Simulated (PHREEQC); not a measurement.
Make-up at 25 °C: 0.0029 mol H2SO4 and 0.29 mol Al(NO3)3 per kg of water. Closed to the air; pH follows from the charge balance.

The numbers come from PHREEQC with the ion-association model, phreeqc.dat.

| quantity | before | after |
|---|---|---|
| pH | 2.36 | 2.34 |
| ionic strength (mol/kgw) | 1.73 | 1.73 |
| SO4-2 (mol/kgw) | 0.000245 | 0.000225 |
| HSO4- (mol/kgw) | 1.33e-5 | 1.74e-5 |

Question: What was changed between the two runs?
(A) Al(NO3)3 replaced by NaNO3 at the same molality
(B) temperature from 25 to 40 °C
(C) Al(NO3)3 left out
(D) 0.0086 mol/kgw NaCl added

Answer: B, temperature from 25 to 40 °C

No solid was allowed to form. The ionic strength passes 0.7 mol/kgw, the rough limit of the ion-association models, in every such run. At this temperature some constants are extrapolated from 25 °C, and those without enthalpy data are left unchanged.
